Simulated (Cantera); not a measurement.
A closed system holds: 1 mol Si2H6, 7.6 mol O3, at 0.000630 bar.

Method: chemical equilibrium by Gibbs-energy minimisation in Cantera with the NASA 1993 tables (ideal gas, pure condensed phases). Candidate condensed phases: H2O, Si, SiO2; 18 gas species. The feed counts by its element totals alone. The tables hold silica as quartz up to 1696 K and as liquid above; real silica turns to tridymite and cristobalite and melts near 1996 K. Rates play no part.

x: gas mole fraction; n: condensed amount in mol.

```tsv
T (K)	x O2	x H2O	x OH	x O	n SiO2(β-quartz)	n SiO2(condensed)
1273	0.725	0.275	0.000109	3.65e-6	2.00	0
1323	0.725	0.275	0.000195	9.02e-6	2.00	0
1373	0.725	0.275	0.000334	2.09e-5	2.00	0
1423	0.724	0.275	0.000550	4.57e-5	2.00	0
1473	0.724	0.275	0.000878	9.46e-5	2.00	0
1523	0.724	0.274	[?]	[?]	2.00	0
1573	0.724	0.274	0.00204	0.000354	2.00	0
1623	0.723	0.273	0.00299	0.000644	2.00	0
1673	0.722	0.272	[?]	[?]	2.00	0
1723	0.721	0.271	0.00600	0.00192	0	2.00
```

Q: What belongs in the gaps?

A: 
- 1673, x OH: 0.00428
- 1673, x O: 0.00113
- 1523, x OH: 0.00136
- 1523, x O: 0.000187
